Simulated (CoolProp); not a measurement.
Aqueous potassium formate as a coolant, at 38 °C, 1 atm.

Values from CoolProp's Melinder's fits for secondary coolants.

| mass % | freezing point (°C) | conductivity (W/(m K)) | cp (kJ/(kg K)) | density (kg/m³) | viscosity (mPa s) |
|---|---|---|---|---|---|
| 2.4 | -1.0 | 0.621 | 4.088 | 1008 | 0.720 |
| 6.4 | -3.0 | 0.610 | 3.944 | 1033 | 0.770 |
| 10.3 | -5.1 | 0.601 | 3.807 | 1056 | 0.811 |
| 14.2 | -7.5 | 0.594 | 3.674 | 1079 | 0.860 |
| 18.1 | -10.2 | 0.586 | 3.543 | 1104 | 0.922 |
| 22 | -13.3 | 0.579 | 3.417 | 1129 | 1.000 |
| 25.9 | -16.8 | 0.572 | 3.295 | 1155 | 1.09 |
| 29.8 | -20.9 | 0.564 | 3.180 | 1181 | 1.19 |
| 33.7 | -25.7 | 0.554 | 3.072 | 1208 | 1.29 |
| 37.6 | -31.2 | 0.544 | 2.971 | 1236 | 1.39 |
